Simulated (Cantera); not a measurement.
## Calcination and drying: K2SO4 + CO2 + O2

Input: 1 mol K2SO4, 1.9 mol CO2, 9.8 mol O2, held at 1 atm.

Method: chemical equilibrium by Gibbs-energy minimisation in Cantera with the NASA 1993 tables (ideal gas, pure condensed phases). Candidate condensed phases: C, K, KO2, K2CO3, K2O, K2O2, K2S, K2SO4, S; 26 gas species. Rates play no part.

| T (K) | x O2 | x CO2 | x K2SO4 | x K | x SO2 | x KO | x O | n K2SO4(l) |
|---|---|---|---|---|---|---|---|---|
| 1375 | 0.838 | 0.162 | 2.33e-5 | 1.46e-7 | 8.42e-8 | 3.40e-8 | 5.79e-7 | 1.000 |
| 1425 | 0.838 | 0.162 | 5.05e-5 | 5.02e-7 | 2.92e-7 | 1.11e-7 | 1.26e-6 | 0.999 |
| 1475 | 0.838 | 0.162 | 0.000103 | 1.59e-6 | 9.23e-7 | 3.33e-7 | 2.61e-6 | 0.999 |
| 1525 | 0.837 | 0.162 | 0.000200 | 4.63e-6 | 2.70e-6 | 9.29e-7 | 5.15e-6 | 0.998 |
| 1575 | 0.837 | 0.162 | 0.000368 | 1.26e-5 | 7.34e-6 | 2.42e-6 | 9.73e-6 | 0.996 |
| 1625 | 0.837 | 0.162 | 0.000651 | 3.22e-5 | 1.87e-5 | 5.93e-6 | 1.77e-5 | 0.992 |
| 1675 | 0.837 | 0.162 | 0.00111 | 7.77e-5 | 4.50e-5 | 1.37e-5 | 3.10e-5 | 0.987 |
| 1725 | 0.836 | 0.162 | 0.00181 | 0.000178 | 0.000103 | 3.03e-5 | 5.27e-5 | 0.978 |
| 1775 | 0.835 | 0.162 | 0.00288 | 0.000387 | 0.000223 | 6.36e-5 | 8.69e-5 | 0.964 |
| 1825 | 0.833 | 0.161 | 0.00443 | 0.000806 | 0.000463 | 0.000128 | 0.000139 | 0.942 |
| 1875 | 0.830 | 0.161 | 0.00665 | 0.00161 | 0.000923 | 0.000248 | 0.000218 | 0.910 |
| 1925 | 0.825 | 0.160 | 0.00973 | 0.00311 | 0.00177 | 0.000463 | 0.000332 | 0.863 |
| 1975 | 0.818 | 0.158 | 0.0139 | 0.00580 | 0.00330 | 0.000836 | 0.000495 | 0.793 |
| 2025 | 0.806 | 0.155 | 0.0195 | 0.0105 | 0.00594 | 0.00146 | 0.000722 | 0.689 |
x: gas mole fraction; n: condensed amount in mol.

From 1375 K to 2025 K the condensed part is K2SO4(l). The main K-bearing gas is K2SO4 throughout. The share of K in condensed phases is highest at 1375 K (100.0 %) and lowest at 2025 K (68.9 %).
